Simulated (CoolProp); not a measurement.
A single-stage vapour-compression cycle with the fluid: evaporating at 278.15 K (dew point), condensing at 319.15 K (bubble point), superheat 8 K, subcooling 0 K, compressor efficiency 0.7, no pressure losses. The same conditions are run with several fluids, on thermodynamics alone (safety and materials aside).

Model: reference Helmholtz-energy equation of state of each fluid (R236FA: Pan 2012; chlorine: Thol 2021; R142b: Lemmon 2006; C3F8 (R218): Lemmon 2006; R21: Platzer 1990; R152A: Outcalt 1996), in CoolProp. The equations of Platzer and Polt are older, rougher fits.

| fluid | cooling COP | pressure ratio | discharge temperature (K) | refrigerating effect (kJ/kg) | volumetric capacity (kJ/m³) |
|---|---|---|---|---|---|
| R236FA | 3.79 | 3.95 | 328.3 | 112 | ? |
| chlorine | 3.96 | 3.05 | 407.9 | 226 | 3120 |
| R142b | 3.99 | 3.54 | 341.9 | ? | 1300 |
| C3F8 (R218) | 2.85 | 3.03 | 320.9 | 45.9 | ? |
| R21 | ? | ? | 369.2 | ? | 787 |
| R152A | 3.92 | 3.38 | 352.3 | 237 | ? |

Problem. Complete the blanks.

Solution. 
- R236FA, volumetric capacity (kJ/m³): 990
- R142b, refrigerating effect (kJ/kg): 168
- C3F8 (R218), volumetric capacity (kJ/m³): 2040
- R21, cooling COP: 4.15
- R21, pressure ratio: 4.06
- R21, refrigerating effect (kJ/kg): 203
- R152A, volumetric capacity (kJ/m³): 2250
